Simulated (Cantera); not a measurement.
A perfectly stirred reactor is fed with 40.0 % CH4, 60.0 % N2, at 1.40 bar; it is held at 1648 K, and followed from long to short residence time.

Detailed kinetics in Cantera: GRI-Mech 3.0 (53 species, 325 reactions). GRI-Mech 3.0 stops at C3 and has no aromatics, soot or wall deposition, so with more carbon than oxygen in the feed, carbon stays in small species such as C2H2 where larger ones or solid carbon would form.

Question: Predict: x(CH4) at τ = 28.0 s; x(C2H4) at τ = 28.0 s; x(CH3) at τ = 28.0 s; x(H) at τ = 28.0 s; x(CH2) at τ = 28.0 s; x(CH4) at τ = 96.0 ms; x(C2H4) at τ = 96.0 ms; x(CH3) at τ = 96.0 ms; x(H) at τ = 96.0 ms; x(CH2) at τ = 96.0 ms.

Answer: 
```json
{
 "x(CH4) at τ = 28.0 s": "0.0263",
 "x(C2H4) at τ = 28.0 s": "0.00526",
 "x(CH3) at τ = 28.0 s": "6.39e-5",
 "x(H) at τ = 28.0 s": "4.75e-5",
 "x(CH2) at τ = 28.0 s": "7.48e-9",
 "x(CH4) at τ = 96.0 ms": "0.139",
 "x(C2H4) at τ = 96.0 ms": "0.00385",
 "x(CH3) at τ = 96.0 ms": "0.000293",
 "x(H) at τ = 96.0 ms": "2.91e-5",
 "x(CH2) at τ = 96.0 ms": "2.86e-8"
}
```
